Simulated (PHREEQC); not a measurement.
A PHREEQC speciation (ion-association model, phreeqc.dat) at 35 °C gives pH 2.38 and these molalities:

```tsv
species	mol/kgw
H+	0.00445
H2PO4-	0.00445
H3PO4	0.00285
```

What are the element totals, and what could have been dissolved in 1 kg of water to give them?

Several could match; the one computed here: totals P 0.00730 mol/kgw, from 0.0073 mol H3PO4 per kg of water.

No solid was allowed to form. Complexes and solids missing from the database can't appear.
